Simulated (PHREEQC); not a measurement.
1 kg of water holding 0.017 mol KCl, 0.022 mol KHCO3, 0.0067 mol K2CO3 and 0.0055 mol K2SO4 is evaporated at 15 °C; the solids stay in contact with the brine. CO2 is held at log p = -3.4 (atm). The run lets Arcanite, Kalicinite, Misenite, Sylvite precipitate or redissolve, and no other solid.

The numbers come from PHREEQC with the Pitzer model, pitzer.dat.

**Question.** Predict ionic strength at water left (kg) = 0.2083, 0.0782.

**Answer.** 
```
water left (kg)  ionic strength
---------------  --------------
0.2083                    0.381
0.0782                     1.05
```

Species that the database lacks are ignored.
